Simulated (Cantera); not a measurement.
**Adiabatic ignition**

An adiabatic, constant-volume homogeneous reactor starts with 37.3 % CO, 1.15 % H2, 11.3 % O2, 42.5 % N2, 7.82 % H2O, at 1125 K and 1.01 bar.

Detailed kinetics in Cantera: GRI-Mech 3.0 (53 species, 325 reactions).

| t (s) | T (K) | P (bar) | x CO | x H2 | x O2 | x O | x HO2 | x NO2 |
|---|---|---|---|---|---|---|---|---|
| 4.00e-6 | 1125 | 1.01 | 0.373 | 0.0115 | 0.113 | 2.14e-9 | 1.47e-10 | <1e-12 |
| 1.10e-5 | 1125 | 1.01 | 0.373 | 0.0115 | 0.113 | 5.68e-9 | 1.27e-9 | <1e-12 |
| 3.01e-5 | 1125 | 1.01 | 0.373 | 0.0115 | 0.113 | 2.08e-8 | 1.59e-8 | <1e-12 |
| 8.26e-5 | 1125 | 1.01 | 0.373 | 0.0115 | 0.113 | 2.82e-7 | 3.96e-7 | <1e-12 |
| 0.000227 | 1138 | 1.02 | 0.371 | 0.0111 | 0.112 | 0.000267 | 8.13e-5 | 1.98e-12 |
| 0.000622 | 2781 | 2.28 | 0.194 | 0.0104 | 0.0113 | 0.00366 | 3.39e-6 | 2.99e-7 |
| 0.00171 | 2776 | 2.27 | 0.195 | 0.0105 | 0.0102 | 0.00332 | 3.10e-6 | 1.01e-6 |
| 0.00469 | 2772 | 2.27 | 0.195 | 0.0106 | 0.00980 | 0.00321 | 2.99e-6 | 1.31e-6 |
| 0.0129 | 2771 | 2.27 | 0.195 | 0.0106 | 0.00978 | 0.00320 | 2.98e-6 | 1.31e-6 |
| 0.0353 | 2771 | 2.27 | 0.195 | 0.0106 | 0.00978 | 0.00320 | 2.98e-6 | 1.31e-6 |
| 0.0968 | 2771 | 2.27 | 0.195 | 0.0106 | 0.00978 | 0.00320 | 2.98e-6 | 1.31e-6 |
| 0.266 | 2771 | 2.27 | 0.195 | 0.0106 | 0.00978 | 0.00320 | 2.98e-6 | 1.31e-6 |
| 0.729 | 2771 | 2.27 | 0.195 | 0.0106 | 0.00978 | 0.00320 | 2.98e-6 | 1.31e-6 |
| 2.00 | 2771 | 2.27 | 0.195 | 0.0106 | 0.00978 | 0.00320 | 2.98e-6 | 1.31e-6 |
x: mole fraction; the columns are a selection and need not sum to one.

- time of steepest temperature rise = 0.301 ms
- temperature at 2.00 s = 2771 K
- equilibrium temperature = 2771 K
- x(CO) at 2.00 s = 0.195 (gas-phase equilibrium 0.195)
- x(H2) at 2.00 s = 0.0106 (gas-phase equilibrium 0.0106)
- x(O2) at 2.00 s = 0.00978 (gas-phase equilibrium 0.00978)
